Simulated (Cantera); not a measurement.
## Fe2O3 + H2S + H2O (roasting and sulfation)

A closed system holds: 1 mol Fe2O3, 0.11 mol H2S, 9.5 mol H2O, at 1275 K.

Cantera equilibrium calculation (NASA polynomials, part measured and part estimated; ideal gas, pure solids and liquids). Candidate condensed phases: Fe, FeO, Fe(OH)2, Fe(OH)3, FeS, FeSO4, FeS2, Fe2O3, Fe2(SO4)3, Fe3O4, H2O, H2SO4, S; 22 gas species. Mutual solubility and eutectic melting of coexisting phases are not modelled. Rates play no part.

| P (Pa) | x H2O | x SO2 | x O2 | x H2 | x OH | x SO3 | x Fe(OH)2 | n Fe3O4(s) | n Fe2O3(s) |
|---|---|---|---|---|---|---|---|---|---|
| 1000 | 0.988 | 0.0113 | 0.000187 | 3.99e-5 | 1.34e-5 | 2.25e-6 | 1.31e-7 | 0.667 | 0 |
| 4600 | 0.989 | 0.0113 | 0.000153 | 2.05e-5 | 8.72e-6 | 4.37e-6 | 1.05e-7 | 0.666 | 0.00139 |
| 21000 | 0.989 | 0.0113 | 3.36e-5 | 2.05e-5 | 4.08e-6 | 4.37e-6 | 1.05e-7 | 0.661 | 0.00845 |
| 96000 | 0.989 | 0.0113 | 7.36e-6 | 2.05e-5 | 1.91e-6 | 4.37e-6 | 1.05e-7 | 0.660 | 0.0100 |
| 440000 | 0.989 | 0.0113 | 1.60e-6 | 2.05e-5 | 8.92e-7 | 4.37e-6 | 1.05e-7 | 0.660 | 0.0104 |
| 2000000 | 0.989 | 0.0113 | 3.53e-7 | 2.05e-5 | 4.18e-7 | 4.37e-6 | 1.05e-7 | 0.660 | 0.0104 |
x: gas mole fraction; n: condensed amount in mol.

At 7.50 Torr the condensed part is Fe3O4(s). From 34.5 Torr to 15000 Torr the condensed part is Fe2O3(s) + Fe3O4(s). The main Fe-bearing gas is Fe(OH)2 throughout.
